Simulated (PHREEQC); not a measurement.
Solution (55 °C): 0.0069 mol/kgw HF, 3.7e-05 mol/kgw (NH4)2SiF6 and 5.5e-05 mol/kgw H2SO4. Closed to the air; pH follows from the charge balance.

The numbers come from PHREEQC with the ion-association model, wateq4f.dat.

Each row changes one thing in this solution. Precipitation was switched off in this run.

| case | pH | ionic strength (mol/kgw) | HF (mol/kgw) | F- (mol/kgw) | HF2- (mol/kgw) | H2F2 (mol/kgw) | SI of Quartz (SiO2) |
|---|---|---|---|---|---|---|---|
| as made | 2.83 | 0.00170 | 0.00539 | 0.00144 | 3.39e-5 | 2.42e-5 | -1.61 |
| HF left out | 3.74 | … | 7.10e-5 | 0.000151 | … | 4.20e-9 | -0.85 |
| H2SO4 left out | 2.84 | 0.00160 | 0.00535 | 0.00148 | 3.45e-5 | 2.38e-5 | -1.62 |
| temperature from 55 to 70 °C | 2.89 | 0.00148 | … | 0.00128 | 3.18e-5 | 1.46e-5 | -1.19 |
| HF from 0.0069 to 0.069 mol/kgw | … | 0.00581 | 0.0569 | 0.00447 | 0.00111 | 0.00270 | -6.64 |
| HF from 0.0069 to 0.00069 mol/kgw | 3.35 | 0.000582 | 0.000486 | 0.000424 | … | 1.96e-7 | -0.85 |

Task: Some entries are withheld; supply them.

Result: 
- HF left out, ionic strength (mol/kgw): 0.000312
- HF left out, HF2- (mol/kgw): 4.69e-8
- temperature from 55 to 70 °C, HF (mol/kgw): 0.00568
- HF from 0.0069 to 0.069 mol/kgw, pH: 2.28
- HF from 0.0069 to 0.00069 mol/kgw, HF2- (mol/kgw): 9.01e-7

Constants without temperature data keep their 25 °C values here. SiF6-2 is the database's only silicon fluoride.
